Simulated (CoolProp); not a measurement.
Vapour pressure (bar) of n-octane: the reference equation beside estimates from Tc = 568.7 K, pc = 24.84 bar, ω = 0.398.

Values from CoolProp's reference Helmholtz-energy equation of state, Beckmüller 2019.

```csv
T (K),reference,van der Waals,Redlich-Kwong,Peng-Robinson
447.2,3.283,8.786,5.395,3.284
451,3.556,9.140,5.735,3.559
454.9,3.855,9.512,6.099,3.859
458.7,4.164,9.884,6.469,4.170
462.5,4.491,10.27,6.854,4.499
466.3,4.838,10.66,7.255,4.848
470.2,5.215,11.07,7.682,5.228
474,5.602,11.47,8.115,5.619
477.8,6.012,11.89,8.563,6.032
481.6,6.443,12.32,9.029,6.468
```

Absolute difference from the reference over all 10 rows, mean and median: van der Waals 126.4 and 124.5 %, Redlich-Kwong 51.6 and 51.3 %, Peng-Robinson 0.2 and 0.2 %.
